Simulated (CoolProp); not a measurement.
Saturation properties of isopentane.

Values from CoolProp's reference Helmholtz-energy equation of state, Lemmon 2006. It is a short technical equation, of lower accuracy than the large ones.

| T (K) | p (kPa) | liquid density (kg/m³) | enthalpy of vaporisation (kJ/kg) | vapour Z | surface tension (mN/m) | liquid conductivity (mW/(m K)) |
|---|---|---|---|---|---|---|
| 289 | 65.66 | 624.2 | 352.3 | 0.9675 | 15.4 | 104 |
| 296.9 | 87.81 | 616.2 | 346.4 | 0.9601 | 14.6 | 102 |
| 304.7 | 115.0 | 608.2 | 340.4 | 0.9518 | 13.7 | 99.7 |
| 312.5 | 148.4 | 600.1 | 334.2 | 0.9424 | 12.9 | 97.4 |
| 320.3 | 188.8 | 591.7 | 327.7 | 0.9320 | 12.1 | (withheld) |
| 328.1 | 237.2 | (withheld) | 320.9 | 0.9203 | (withheld) | 92.8 |
| 335.9 | 294.4 | 574.3 | 313.9 | 0.9074 | 10.5 | (withheld) |
| 343.7 | 361.5 | 565.3 | 306.5 | 0.8932 | 9.70 | 88.2 |
| 351.5 | 439.5 | 555.9 | 298.7 | 0.8777 | 8.92 | 85.9 |

Q: What belongs in the gaps?

A: 
- 320.3, liquid conductivity (mW/(m K)): 95.1
- 328.1, liquid density (kg/m³): 583.2
- 328.1, surface tension (mN/m): 11.3
- 335.9, liquid conductivity (mW/(m K)): 90.5

It boils at 301.0 K under 1 atm.

Thermal conductivity comes from a separate model (Vassiliou 2015). Surface tension comes from a separate correlation (Mulero 2012).
